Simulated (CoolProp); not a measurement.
Saturated liquid density (kg/m³) of hexamethyldisiloxane (MM): the reference equation beside estimates from Tc = 245.6 °C, pc = 19.31 bar, ω = 0.418.

Model: reference Helmholtz-energy equation of state, Thol 2016, in CoolProp.

```tsv
T (°C)	reference	van der Waals	Soave-Redlich-Kwong	Peng-Robinson
140.35	623.3	376.0	574.6	651.8
147.25	613.5	369.9	563.4	639.3
154.25	603.3	363.5	551.5	625.9
161.15	592.8	356.9	539.2	612.0
168.05	581.9	350.1	526.1	597.2
175.05	570.3	342.8	512.1	581.2
181.95	558.3	335.2	497.4	564.3
188.95	545.5	327.1	481.5	546.0
195.85	531.9	318.6	464.7	526.6
202.85	517.1	309.3	446.2	505.1
209.75	501.2	299.4	426.3	481.8
216.75	483.1	288.3	404.0	455.6
223.65	462.6	276.0	379.1	426.3
230.55	437.7	261.6	350.0	391.9
```

Absolute difference from the reference over all 14 rows, mean and median: van der Waals 40.0 and 40.0 %, Soave-Redlich-Kwong 12.3 and 11.3 %, Peng-Robinson 3.8 and 3.5 %.
